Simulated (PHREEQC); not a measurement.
Consider water at 25 °C with 3.5 mol/kgw H2SO4, 0.28 mol/kgw K2SO4 and 0.00018 mol/kgw H4SiO4. Closed to the air; pH follows from the charge balance.

Model: Pitzer model, pitzer.dat, run in PHREEQC.

| quantity | before | after |
|---|---|---|
| pH | -1.31 | -1.34 |
| ionic strength (mol/kgw) | 4.81 | 4.97 |
| HSO4- (mol/kgw) | 3.27 | 2.81 |
| SO4-2 (mol/kgw) | 0.513 | 0.721 |

Task: Which change was made?
A. H4SiO4 from 0.00018 to 0.0018 mol/kgw
B. K2SO4 from 0.28 to 0.252 mol/kgw
C. H4SiO4 left out
D. K2SO4 from 0.28 to 0.028 mol/kgw
E. H2SO4 left out

Result: D, K2SO4 from 0.28 to 0.028 mol/kgw

No solid was allowed to form. In brines, pH and single-ion activities rest on the MacInnes convention.
